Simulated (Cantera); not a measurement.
A closed system holds: 1 mol AlN, 0.63 mol H₂, at 2073.15 K and 101000 Pa.

Cantera equilibrium calculation (NASA polynomials, part measured and part estimated; ideal gas, pure solids and liquids). Candidate condensed phases: Al, AlN; 13 gas species. Rates play no part.

Base state: H₂ 0.993, H 0.00261, Al 0.00212, N₂ 0.00131, AlH 0.000508 (mole fractions); condensed: AlN(s).

**Question.** What changes in the equilibrium state with this change: AlN replaced by TiC?

**Answer.** 
```tsv
species	before	after
H₂	0.993	0.997
H	0.00261	0.00261
Al	0.00212	0
N₂	0.00131	0
AlH	0.000508	0
AlN(s), mol	0.998	0
TiC(s), mol	0	1.000
```
TiC: taken at fixed stoichiometry. Further candidate phases: C, C₆H₆, C₇H₈, C₈H₁₈, Ti, TiC.

**Question.** What changes in the equilibrium state with this change: 0.031 mol N₂ added?

**Answer.** 
```tsv
species	before	after
H₂	0.993	0.950
N₂	0.00131	0.0470
H	0.00261	0.00255
Al	0.00212	0.000353
AlH	0.000508	8.30e-5
AlN(s), mol	0.998	1.000
```

**Question.** What changes in the equilibrium state with this change: temperature from 2073.15 K to 2625 K?

**Answer.** 
```tsv
species	before	after
H₂	0.993	0.391
Al	0.00212	0.362
N₂	0.00131	0.195
AlH	0.000508	0.0224
H	0.00261	0.0264
Al₂	9.58e-7	0.00337
AlN(s), mol	0.998	0.407
```
